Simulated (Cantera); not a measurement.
An isothermal plug-flow reactor at 723 K and 4.93 atm (inlet), inlet velocity 0.056 m/s, active area per volume 140 1/m; feed 1.27 % H2, 14.9 % O2, 83.9 % N2, equivalence ratio 0.043.

Cantera simulation using Deutschmann's 1995 Pt surface mechanism with GRI-Mech 3.0 gas chemistry; the numbers are that mechanism's predictions, not measurements. Catalytic surfaces can have several steady states; this one follows from the mechanism file's or the stated starting coverage. Mass transfer to the wall is taken as infinitely fast.

**Question.** Predict: x(H2) at z = 0.0093 m; x(O2) at z = 0.0093 m; x(H2O) at z = 0.0093 m; θ(free Pt) at the exit; θ(O*) at the exit; θ(OH*) at the exit.

**Answer.** 
```
Quantity                 Result
----------------------  -------
x(H2) at z = 0.0093 m   1.76e-5
x(O2) at z = 0.0093 m     0.143
x(H2O) at z = 0.0093 m   0.0128
θ(free Pt) at the exit  0.00459
θ(O*) at the exit         0.993
θ(OH*) at the exit      0.00286
```
